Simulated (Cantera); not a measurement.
Charge: 1 mol SiF4, 0.38 mol O2, a varied amount of H2, 1.7 mol N2O, equilibrated at 1073 K and 0.180 Torr.

These are equilibrium values from Cantera (NASA tables, ideal gas, pure condensed phases), not measurements of a reactor. Candidate condensed phases: H2O, Si, SiO2, Si2N2O, Si3N4; 58 gas species. The numbers say what is thermodynamically allowed, not how fast it happens.

Problem. What share of the Si ends up in condensed phases as a function of n(H2) (mol), at 2.6, 5.1, 7.6, 10, 13, 15, 17, 20, 22?

Solution. 
```
n(H2) (mol)  Si condensed (%)              as
-----------  ----------------  --------------
2.6                      95.1  SiO2(β-quartz)
5.1                      96.1  SiO2(β-quartz)
7.6                      96.7  SiO2(β-quartz)
10                       97.2  SiO2(β-quartz)
13                       97.6  SiO2(β-quartz)
15                       97.8  SiO2(β-quartz)
17                       97.9  SiO2(β-quartz)
20                       98.2  SiO2(β-quartz)
22                       98.3  SiO2(β-quartz)
```
